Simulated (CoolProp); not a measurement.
Vapour-liquid equilibrium of R143a (1) + R134a (2) at 2.92 bar; x and y are mole fractions of (1).

Model: multi-fluid Helmholtz-energy mixture model, Lemmon and Jacobsen 2000 and Tillner-Roth 1994; pair parameters Lemmon 2004, in CoolProp.

| x | bubble temperature, mixture model (K) | bubble temperature, Raoult's law (K) | y, mixture model | y, Raoult's law |
|---|---|---|---|---|
| 0.05 | 271.6 | 271.6 | 0.094 | 0.101 |
| 0.15 | 268.8 | 268.7 | 0.262 | 0.277 |
| 0.25 | 266.2 | 266.1 | 0.404 | 0.423 |
| 0.35 | 263.8 | 263.6 | 0.526 | 0.545 |
| 0.45 | 261.5 | 261.3 | 0.630 | 0.649 |
| 0.55 | 259.3 | 259.2 | 0.720 | 0.737 |
| 0.65 | 257.3 | 257.2 | 0.798 | 0.811 |
| 0.75 | 255.4 | 255.3 | 0.865 | 0.875 |
| 0.85 | 253.6 | 253.5 | 0.924 | 0.931 |
| 0.95 | 251.9 | 251.9 | 0.976 | 0.979 |

The largest gap from Raoult's law is +0.2 K in bubble temperature, at x = 0.35. No azeotrope shows between x = 0.05 and 0.95.

Pair parameters are fitted to limited data, so mixtures are less certain than the pure fluids.
